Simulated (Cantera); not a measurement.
An adiabatic, constant-volume homogeneous reactor starts with C3H8 : O2 : N2 = 1 : 2.17 : 8.17 (molar parts), equivalence ratio 2.3, at 1275 K and 2.57 atm.

Detailed kinetics in Cantera: GRI-Mech 3.0 (53 species, 325 reactions). GRI-Mech 3.0 was tuned for natural gas; its chemistry of propane as a main component is partial and can be far from experiment.

x: mole fraction; the columns are a selection and need not sum to one.

```csv
t (s),T (K),P (bar),x C3H8,x O2,x H2,x C2H6,x CH4,x NO
3.00e-6,1275,2.60,0.0882,0.191,1.76e-6,2.38e-8,4.85e-7,<1e-12
1.08e-5,1275,2.60,0.0881,0.191,[?],[?],[?],<1e-12
3.87e-5,1274,2.60,0.0877,0.191,9.21e-5,5.85e-5,9.24e-5,<1e-12
0.000139,1274,2.61,0.0856,0.190,0.000465,0.000480,0.000577,<1e-12
0.000500,1282,2.64,0.0760,0.185,0.00253,0.00212,0.00295,<1e-12
0.00180,2586,7.08,<1e-12,1.91e-6,0.184,<1e-12,1.94e-9,0.000164
0.00646,2587,7.08,<1e-12,1.92e-6,0.184,<1e-12,1.75e-9,6.76e-5
0.0232,2587,7.08,<1e-12,1.93e-6,0.184,<1e-12,1.75e-9,6.68e-5
0.0835,2587,7.08,<1e-12,1.93e-6,0.184,<1e-12,1.75e-9,6.68e-5
0.300,2587,7.08,<1e-12,1.93e-6,0.184,<1e-12,1.75e-9,6.68e-5
```

Question: What belongs in the gaps?

Answer: 
- 1.08e-5, x H2: 1.07e-5
- 1.08e-5, x C2H6: 1.34e-6
- 1.08e-5, x CH4: 7.02e-6
